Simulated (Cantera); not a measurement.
# Equilibrium for abatement and gas-phase synthesis: NH3 + H2 + O2

Input: 1 mol NH3, 5.6 mol H2, 1.7 mol O2, equilibrated at 13.3 mbar.

Cantera equilibrium calculation (NASA polynomials, part measured and part estimated; ideal gas, pure solids and liquids). Candidate condensed phases: H2O; 24 gas species. The numbers say what is thermodynamically allowed, not how fast it happens.

```csv
T (K),x H,x H2,x H2O,x O,x OH,x N2,x O2
2700,0.280,0.324,0.248,0.0303,0.0550,0.0512,0.00940
2800,0.373,0.277,0.170,0.0546,0.0645,0.0457,0.0135
2900,0.470,0.223,0.100,0.0847,0.0648,0.0403,0.0152
3000,0.559,0.167,0.0505,0.115,0.0561,0.0357,0.0137
3100,0.632,0.118,0.0224,0.140,0.0430,0.0324,0.0105
3200,0.684,0.0791,0.00914,0.157,0.0304,0.0303,0.00712
3300,0.720,0.0518,0.00359,0.169,0.0205,0.0290,0.00456
```
x: gas mole fraction; nothing condenses.

From 2700 K to 3300 K nothing is condensed.
